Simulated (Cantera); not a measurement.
An isothermal, constant-pressure homogeneous reactor starts with NO : N2 = 1 : 0.65 (molar parts), at 1525 K and 1330 Pa. Integrator tolerance rtol = 1e-08.

Detailed kinetics in Cantera: GRI-Mech 3.0 (53 species, 325 reactions). Radical loss at walls, strong at low pressure, is not modelled.

Q: What does this change do: pressure from 1330 Pa to 57000 Pa?

A: 
```tsv
quantity	before	after
x(NO) at 8.00 s	0.605 (gas-phase equilibrium 0.00156)	0.566 (gas-phase equilibrium 0.00156)
x(N2O) at 8.00 s	0.000113 (gas-phase equilibrium 1.03e-8)	0.000107 (gas-phase equilibrium 6.76e-8)
x(NO2) at 8.00 s	3.18e-5 (gas-phase equilibrium 1.07e-6)	0.000681 (gas-phase equilibrium 7.02e-6)
x(N2) at 8.00 s	0.394 (gas-phase equilibrium 0.696)	0.414 (gas-phase equilibrium 0.696)
x(O) at 8.00 s	4.62e-6 (gas-phase equilibrium 2.71e-5)	1.17e-6 (gas-phase equilibrium 4.15e-6)
x(O2) at 8.00 s	0.000435 (gas-phase equilibrium 0.302)	0.0195 (gas-phase equilibrium 0.302)
```
